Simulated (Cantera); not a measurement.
Charge: 1 mol Si₃N₄, 9.9 mol O₂, 1.4 mol HF, equilibrated at 100 Torr.

These are equilibrium values from Cantera (NASA tables, ideal gas, pure condensed phases), not measurements of a reactor. Candidate condensed phases: H₂O, Si, SiO₂, Si₂N₂O, Si₃N₄; 58 gas species. The tables hold silica as quartz up to 1696 K and as liquid above; real silica turns to tridymite and cristobalite and melts near 1996 K. Kinetics and transport are ignored. All values below are at 1275 K.

Base state: O₂ 0.676, N₂ 0.196, HF 0.0990, H₂O 0.0191, SiF₄ 0.00956, NO 0.000300 (mole fractions); condensed: SiO₂(β-quartz).

**Question.** What changes in the equilibrium state with this change: Si₃N₄ replaced by BN?

**Answer.** 
```csv
species,before,after
O₂,0.676,0.834
HF,0.0990,0.0566
N₂,0.196,0.0455
BF₃,0,0.0190
H₂O,0.0191,0.0349
SiF₄,0.00956,0
BOF,0,0.00625
B₃O₃F₃,0,0.00260
"SiO₂(β-quartz), mol",2.90,0
"B₂O₃(l), mol",0,0.312
```
Gases not in the tables: H₃BO₃. Further candidate phases: B, BN, B₂O₃, B₃O₃H₃.
